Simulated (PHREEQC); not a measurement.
Solution (20 °C): 0.066 mol NH4Cl, 0.0073 mol NaF and 8.7e-05 mol NaCl per kg of water. Closed to the air; pH follows from the charge balance.

Equilibrium calculation in PHREEQC: ion-association model, phreeqc.dat.

No solid was allowed to form.

### Question
What pH, density, specific conductance does the model give?

### Answer
pH 5.83; density 1.000 g/cm³; specific conductance 8110 µS/cm.
